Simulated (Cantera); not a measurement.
An adiabatic, constant-volume homogeneous reactor starts with C3H8 : O2 : N2 = 1 : 13.9 : 52.2 (molar parts), equivalence ratio 0.36, at 1250 K and 260000 Pa. Integrator tolerance rtol = 1e-08.

Cantera simulation using GRI-Mech 3.0 (53 species, 325 reactions); the numbers are that mechanism's predictions, not measurements. GRI-Mech 3.0 was tuned for natural gas; its chemistry of propane as a main component is partial and can be far from experiment.

Question: What does this change do: C3H8 1 to 1.7 parts?

Answer: 
```json
[
 {"quantity": "time of steepest temperature rise", "before": "1.22 ms", "after": "1.33 ms"},
 {"quantity": "temperature at 1.00 s", "before": "2232 K", "after": "2659 K"},
 {"quantity": "equilibrium temperature", "before": "2232 K", "after": "2659 K"},
 {"quantity": "x(C3H8) at 1.00 s", "before": "<1e-12 (gas-phase equilibrium <1e-12)", "after": "<1e-12 (gas-phase equilibrium <1e-12)"},
 {"quantity": "x(O2) at 1.00 s", "before": "0.125 (gas-phase equilibrium 0.125)", "after": "0.0695 (gas-phase equilibrium 0.0695)"},
 {"quantity": "x(CH3) at 1.00 s", "before": "<1e-12 (gas-phase equilibrium <1e-12)", "after": "<1e-12 (gas-phase equilibrium <1e-12)"},
 {"quantity": "x(CH2CO) at 1.00 s", "before": "<1e-12 (gas-phase equilibrium <1e-12)", "after": "<1e-12 (gas-phase equilibrium <1e-12)"},
 {"quantity": "x(C2H2) at 1.00 s", "before": "<1e-12 (gas-phase equilibrium <1e-12)", "after": "<1e-12 (gas-phase equilibrium <1e-12)"}
]
```

Question: What does this change do: pressure from 260000 Pa to 20000 Pa?

Answer: 
```tsv
quantity	before	after
time of steepest temperature rise	1.22 ms	3.97 ms
temperature at 1.00 s	2232 K	2206 K
equilibrium temperature	2232 K	2205 K
x(C3H8) at 1.00 s	<1e-12 (gas-phase equilibrium <1e-12)	<1e-12 (gas-phase equilibrium <1e-12)
x(O2) at 1.00 s	0.125 (gas-phase equilibrium 0.125)	0.125 (gas-phase equilibrium 0.124)
x(CH3) at 1.00 s	<1e-12 (gas-phase equilibrium <1e-12)	<1e-12 (gas-phase equilibrium <1e-12)
x(CH2CO) at 1.00 s	<1e-12 (gas-phase equilibrium <1e-12)	<1e-12 (gas-phase equilibrium <1e-12)
x(C2H2) at 1.00 s	<1e-12 (gas-phase equilibrium <1e-12)	<1e-12 (gas-phase equilibrium <1e-12)
```
